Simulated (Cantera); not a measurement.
Cantera run, input and output.

```python
import numpy as np
import cantera as ct

surf = ct.Interface("diamond.yaml", "diamond_100")
gas, bulk = surf.adjacent["gas"], surf.adjacent["diamond"]
k = surf.kinetics_species_index(bulk.species_names[0])
cover = ["c6HH", "c6H*", "c6*H", "c6**", "c6HM", "c6B"]

rows, drift = [], 0.0
print(f"{'P':>10s}{'um/h':>11s}" + "".join(f"{s:>11s}" for s in cover))
for v in [650, 1100, 2000, 3500, 6200, 11000, 19000, 33000]:
    T, P, xH, xCH3 = 1148, v, 0.0003, 0.00028
    gas.TPX = T, P, {"H": xH, "CH3": xCH3, "CH4": 0.0049, "H2": 1 - xH - xCH3 - 0.0049}
    surf.TP = bulk.TP = T, P
    surf.coverages = "c6H*:0.1, c6HH:0.9"
    surf.advance_coverages(100.0)
    before = surf.coverages
    surf.advance_coverages(100.0)
    drift = max(drift, np.max(np.abs(surf.coverages - before) / (surf.coverages + 1e-9)))
    rate = surf.net_production_rates[k] * bulk.mean_molecular_weight / bulk.density * 3.6e9
    rows.append([rate, *surf[cover].coverages])
    print(f"{v:10.4g}{rate:11.4e}" + "".join(f"{x:11.3e}" for x in rows[-1][1:]))
```

Result:

```
         P       um/h       c6HH       c6H*       c6*H       c6**       c6HM        c6B
       650 4.9490e-02  5.256e-01  2.997e-02  4.267e-01  1.101e-02  1.655e-03  1.343e-10
      1100 9.5672e-02  5.247e-01  2.991e-02  4.259e-01  1.096e-02  2.794e-03  2.596e-10
      2000 2.1308e-01  5.229e-01  2.980e-02  4.243e-01  1.090e-02  5.023e-03  5.782e-10
      3500 4.7958e-01  5.201e-01  2.962e-02  4.218e-01  1.083e-02  8.599e-03  1.301e-09
      6200 1.1653e+00  5.153e-01  2.933e-02  4.175e-01  1.071e-02  1.463e-02  3.162e-09
   1.1e+04 2.9565e+00  5.076e-01  2.885e-02  4.108e-01  1.053e-02  2.424e-02  8.023e-09
   1.9e+04 7.2538e+00  4.970e-01  2.820e-02  4.014e-01  1.029e-02  3.770e-02  1.968e-08
   3.3e+04 1.7594e+01  4.827e-01  2.732e-02  3.887e-01  9.965e-03  5.572e-02  4.774e-08
```

Cantera simulation using the Harris–Goodwin 1993 mechanism for the reconstructed diamond (100) surface; the numbers are that mechanism's predictions, not measurements.
